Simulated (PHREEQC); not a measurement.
A solution holds 0.078 mmol/kgw PbCl2 and 55 mmol/kgw NaNO3, at 25 °C. Closed to the air; pH follows from the charge balance.

Equilibrium calculation in PHREEQC: ion-association model, phreeqc.dat.

```
quantity                  before    after
-----------------------  -------  -------
pH                          6.14     6.37
Pb+2 (mol/kgw)           5.69e-5  1.37e-5
PbNO3+ (mol/kgw)         2.01e-5  1.44e-6
PbOH+ (mol/kgw)          8.31e-7  4.47e-7
PbCl+ (mol/kgw)          1.55e-7  1.10e-8
SI of Pb(OH)2 (Pb(OH)2)    -0.47    -0.47
```

Problem. Which change was made?
(A) 0.0015 mol/kgw HCl added
(B) temperature from 25 to 10 °C
(C) diluted 5-fold with water
(D) temperature from 25 to 15 °C
(E) NaNO3 replaced by KNO3 at the same molality

Solution. C, diluted 5-fold with water

This is a speciation only: nothing precipitates in the calculation.
